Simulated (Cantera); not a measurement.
A closed system holds: 1 mol SiH4, 0.79 mol NH3, at 1873 K and 1.00 bar.

Method: chemical equilibrium by Gibbs-energy minimisation in Cantera with the NASA 1993 tables (ideal gas, pure condensed phases). Candidate condensed phases: Si, Si3N4; 18 gas species. Mutual solubility and eutectic melting of coexisting phases are not modelled. Gases not in the tables: Si2H6 and higher silanes. Rates play no part.

Question: What is the equilibrium state?

Answer: 
```json
{
 "x(H2)": "0.972",
 "x(N2)": "0.0276",
 "x(H)": "0.000636",
 "x(SiH2)": "4.77e-5",
 "x(Si)": "8.82e-6",
 "x(SiH)": "8.10e-6",
 "x(NH3)": "4.02e-6",
 "n(Si(l))": "0.543 mol",
 "n(Si3N4(s))": "0.152 mol",
 "gas_amount": "3.277 mol"
}
```
